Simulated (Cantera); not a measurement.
Input: 1 mol Cr, a varied amount of N₂, 4 mol H₂, held at 2700 Pa.

Method: chemical equilibrium by Gibbs-energy minimisation in Cantera with the NASA 1993 tables (ideal gas, pure condensed phases). Candidate condensed phases: Cr, CrN, Cr₂N; 11 gas species. The numbers say what is thermodynamically allowed, not how fast it happens.

Q: What condenses at these points (T in K, n(N₂) in mol): (1275, 2.2); (1125, 26); (1800, 7.7); (1800, 4.2); (1200, 4.2); (1725, 1.2)?

A: 
```tsv
T (K)	n(N₂) in mol	condensed phases	Cr condensed (%)
1275	2.2	Cr₂N	100.0
1125	26	CrN	100.0
1800	7.7	Cr	96.0
1800	4.2	Cr	97.2
1200	4.2	Cr₂N	100.0
1725	1.2	Cr	99.4
```
